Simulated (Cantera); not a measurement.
An adiabatic, constant-volume homogeneous reactor starts with CH₄ : CO : O₂ : N₂ = 1 : 0.086 : 1.86 : 6.98 (molar parts), equivalence ratio 1.1, at 950 K and 4580 Torr. Integrator tolerance rtol = 1e-08.

Cantera simulation using GRI-Mech 3.0 (53 species, 325 reactions); the numbers are that mechanism's predictions, not measurements. Below about 1000 K GRI-Mech 3.0 lacks low-temperature oxidation paths.

Problem. What does this change do: initial temperature 950 to 1750 K?

Solution. 
```tsv
quantity	before	after
time of steepest temperature rise	0.495 s	32.8 µs
temperature at 3.00 s	2900 K	3165 K
equilibrium temperature	2900 K	3165 K
x(CH₄) at 3.00 s	<1e-12 (gas-phase equilibrium <1e-12)	<1e-12 (gas-phase equilibrium <1e-12)
x(CO) at 3.00 s	0.0429 (gas-phase equilibrium 0.0429)	0.0612 (gas-phase equilibrium 0.0612)
x(O₂) at 3.00 s	0.00588 (gas-phase equilibrium 0.00588)	0.0138 (gas-phase equilibrium 0.0138)
x(HO₂) at 3.00 s	6.59e-6 (gas-phase equilibrium 6.59e-6)	1.62e-5 (gas-phase equilibrium 1.62e-5)
x(CH₂O) at 3.00 s	5.42e-9 (gas-phase equilibrium 5.42e-9)	7.99e-9 (gas-phase equilibrium 7.99e-9)
x(HCO) at 3.00 s	2.36e-7 (gas-phase equilibrium 2.36e-7)	5.79e-7 (gas-phase equilibrium 5.79e-7)
```
Above 3000 K some thermodynamic fits are extrapolated.

Problem. What does this change do: initial temperature 950 to 1050 K?

Solution. 
| quantity | before | after |
|---|---|---|
| time of steepest temperature rise | 0.495 s | 80.8 ms |
| temperature at 3.00 s | 2900 K | 2935 K |
| equilibrium temperature | 2900 K | 2935 K |
| x(CH₄) at 3.00 s | <1e-12 (gas-phase equilibrium <1e-12) | <1e-12 (gas-phase equilibrium <1e-12) |
| x(CO) at 3.00 s | 0.0429 (gas-phase equilibrium 0.0429) | 0.0453 (gas-phase equilibrium 0.0453) |
| x(O₂) at 3.00 s | 0.00588 (gas-phase equilibrium 0.00588) | 0.00689 (gas-phase equilibrium 0.00689) |
| x(HO₂) at 3.00 s | 6.59e-6 (gas-phase equilibrium 6.59e-6) | 7.70e-6 (gas-phase equilibrium 7.70e-6) |
| x(CH₂O) at 3.00 s | 5.42e-9 (gas-phase equilibrium 5.42e-9) | 5.65e-9 (gas-phase equilibrium 5.65e-9) |
| x(HCO) at 3.00 s | 2.36e-7 (gas-phase equilibrium 2.36e-7) | 2.67e-7 (gas-phase equilibrium 2.67e-7) |
